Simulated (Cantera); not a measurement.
Standard-state values (1 bar) from the NASA 1993 polynomials, evaluated with Cantera. Values are per mole of reaction as written; species without (g) are pure solids or liquids, kept so even where they would boil at 1 bar.

### Question
Between 2423 and 2673 K, where is each reaction favourable under standard conditions?
- Nb + 2 O(g) = NbO2(g)

### Answer
- Nb + 2 O(g) = NbO2(g): ΔG° is -439 kJ at 2423 K and -408 kJ at 2673 K; it stays negative (K > 1). ΔH° is -739 kJ and ΔS° -124 J/K at 2673 K.
